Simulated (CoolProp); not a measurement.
Saturated liquid density (kg/m³) of c-C4F8 (RC318): the reference equation beside estimates from Tc = 388.4 K, pc = 2778 kPa, ω = 0.355. Rackett uses Z = 0.29056 − 0.08775 ω.

Values from CoolProp's reference Helmholtz-energy equation of state, Platzer 1990. This equation is an older, rougher fit; its heat capacities, sound speeds and derivatives of the liquid may be far off and weren't checked against measurements.

```tsv
T (K)	reference	Rackett	Peng-Robinson
301.9	1483	1597	1568
307.2	1461	1572	1540
312.4	1438	1547	1511
317.7	1415	1520	1479
323	1390	1493	1447
328.3	1365	1464	1412
333.5	1338	1435	1375
338.8	1310	1404	1336
344.1	1280	1370	1294
349.4	1249	1335	1248
354.6	1215	1298	1200
359.9	1177	1258	1146
365.2	1135	1212	1087
370.5	1087	1161	1019
375.7	1030	1102	943.0
```

Absolute difference from the reference over all 15 rows, mean and median: Rackett 7.2 and 7.2 %, Peng-Robinson 3.8 and 4.1 %.
